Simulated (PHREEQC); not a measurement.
Solution (25 °C): 15 mmol/kgw NaOH, 5.9 mmol/kgw H3BO3, 46 mmol/kgw KBr and 5.2 mmol/kgw NH3. Closed to the air; pH follows from the charge balance.

Model: ion-association model, wateq4f.dat, run in PHREEQC.

This is a speciation only: nothing precipitates in the calculation.

Problem. What pH does the model give?

Solution. pH 11.86.
